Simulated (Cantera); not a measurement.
A Cantera script and what it prints.

```python
import numpy as np
import cantera as ct

gas_names = """
    CL CL2 N N2 Si SiCL SiCL2 SiCL3 SiCL4 SiN Si2 Si2N Si3
""".split()
cond_names = """
    Si(cr) Si(L) Si3N4(a)
""".split()


# ... load() reads the species with a 1 bar reference pressure and builds the phases ...
atoms = {
    'SiCl4': {'Si': 1, 'CL': 4},
    'N2': {'N': 2},
}
top_T = {'Si3N4(a)': 2400}  # K; cautious upper limits of use, not melting points


# ... equilibrate(T, P, feed) seeds the gas with the atoms and calls Mixture.equilibrate('TP', solver="vcs", rtol=1e-11, max_steps=5000) ...
results = []
feed = {'SiCl4': 1, 'N2': 0.71}  # mol
P = 6900  # Pa
for T in [1023, 1073, 1123, 1173, 1223, 1273, 1323, 1373, 1423, 1473, 1523]:
    mix = equilibrate(T, P, feed)
    results.append((T, P, feed, dict(zip(mix.species_names, mix.species_moles))))

top = {s: max(r[3][s] / sum(r[3][g] for g in gas_names) for r in results) for s in gas_names}
cols = sorted((s for s in top if top[s] > 1e-06), key=lambda s: -top[s])[:5]
seen = [c for c in cond_names if any(r[3].get(c, 0) > 1e-12 for r in results)]
print("log10 of partial pressures in bar; condensed amounts in mol")
print(f"{'T/K':>10s}" + "".join(f"{s[:9]:>10s}" for s in cols + seen))
for T, P, feed, n in results:
    ng = sum(n[g] for g in gas_names)
    print(f"{T:10.4g}" + "".join(f"{np.log10(max(n[s] / ng * P / 1e5, 1e-99)):10.3f}" for s in cols)
          + "".join(f"{n.get(c, 0):10.4g}" for c in seen))
```

Output:

```
log10 of partial pressures in bar; condensed amounts in mol
       T/K     SiCL4        N2     SiCL3        CL       CL2
      1023    -1.394    -1.543    -6.624    -6.894    -7.260
      1073    -1.394    -1.543    -6.179    -6.404    -6.872
      1123    -1.394    -1.543    -5.771    -5.960    -6.523
      1173    -1.394    -1.543    -5.397    -5.555    -6.209
      1223    -1.394    -1.543    -5.051    -5.185    -5.924
      1273    -1.394    -1.543    -4.733    -4.845    -5.664
      1323    -1.395    -1.543    -4.437    -4.532    -5.426
      1373    -1.395    -1.543    -4.163    -4.242    -5.207
      1423    -1.396    -1.544    -3.909    -3.973    -5.004
      1473    -1.398    -1.544    -3.672    -3.722    -4.816
      1523    -1.400    -1.545    -3.453    -3.488    -4.641
```

These are equilibrium values from Cantera (NASA tables, ideal gas, pure condensed phases), not measurements of a reactor. The tables' values for SiCl3 are old estimates; treat these amounts as uncertain.
